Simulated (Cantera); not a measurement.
Cantera with NASA thermochemical tables; ideal gases at 1 bar, condensed phases pure. Values are per mole of reaction as written; species without (g) are pure solids or liquids, kept so even where they would boil at 1 bar.

Cr₂N + 6 O(g) → N(g) + 2 CrO₃(g), with ΔH° = -1482.7 kJ and ΔS° = -346.0 J/K at 300 K.

### Question
How far is the shortcut ΔG° ≈ ΔH°(300 K) − T·ΔS°(300 K) from the full temperature-dependent value at 398, 598, 798, 998, 1198, 1398, 1598 K?

### Answer
```tsv
T (K)	shortcut (kJ)	full (kJ)	difference (kJ)	difference in log10 K
398	-1345.0	-1344.1	-0.9	0.12
598	-1275.8	-1269.5	-6.3	0.55
798	-1206.6	-1192.0	-14.6	0.96
998	-1137.4	-1112.6	-24.8	1.30
1198	-1068.2	-1031.7	-36.5	1.59
1398	-999.0	-949.4	-49.6	1.85
1598	-929.8	-865.9	-63.9	2.09
```
The shortcut ignores the heat-capacity change of the reaction.
